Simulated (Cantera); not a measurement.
A perfectly stirred reactor is fed with CH₄ : H₂ = 1 : 19 (molar parts), at 15.0 Torr; it is held at 1375 K, and followed from long to short residence time.

Computed with Cantera and GRI-Mech 3.0 (53 species, 325 reactions). GRI-Mech 3.0 stops at C3 and has no aromatics, soot or wall deposition, so with more carbon than oxygen in the feed, carbon stays in small species such as C2H2 where larger ones or solid carbon would form. Radical loss at walls, strong at low pressure, is not modelled.

### Question
What does this change do: temperature 1375 to 1800 K?

### Answer
```
quantity                  before     after
----------------------  --------  --------
x(CH₄) at τ = 25.0 s      0.0483   0.00220
x(H₂) at τ = 25.0 s        0.951     0.973
x(CH₃) at τ = 25.0 s     1.76e-5  0.000110
x(C₂H₄) at τ = 25.0 s    4.05e-5   1.12e-5
x(C₂H) at τ = 25.0 s    1.10e-11   4.92e-7
x(CH₄) at τ = 25.0 ms     0.0500    0.0438
x(H₂) at τ = 25.0 ms       0.950     0.951
x(CH₃) at τ = 25.0 ms    1.01e-6   0.00111
x(C₂H₄) at τ = 25.0 ms   1.08e-9  0.000159
x(C₂H) at τ = 25.0 ms     <1e-12   2.45e-8
```
